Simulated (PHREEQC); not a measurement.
Make-up at 25 °C: 0.007 mol/kgw KOH and 0.00037 mol/kgw CO2. Closed to the air; pH follows from the charge balance.

All values are PHREEQC results (ion-association model, phreeqc.dat), not measurements.

Each row changes one thing in this solution. No solid was allowed to form.

```
case                                           pH  ionic strength (mol/kgw)  HCO3- (mol/kgw)
------------------------------------------  -----  ------------------------  ---------------
as made                                     11.75                   0.00736          1.04e-5
temperature from 25 to 10 °C                12.29                   0.00737          4.47e-6
KOH from 0.007 to 0.0063 mol/kgw            11.70                   0.00666          1.18e-5
KOH replaced by K2SO4 at the same molality   4.97                    0.0203          1.67e-5
CO2 from 0.00037 to 7.4e-05 mol/kgw         11.79                   0.00707          1.92e-6
KOH from 0.007 to 0.0105 mol/kgw            11.94                    0.0109          6.57e-6
```

At this temperature some constants are extrapolated from 25 °C, and those without enthalpy data are left unchanged.
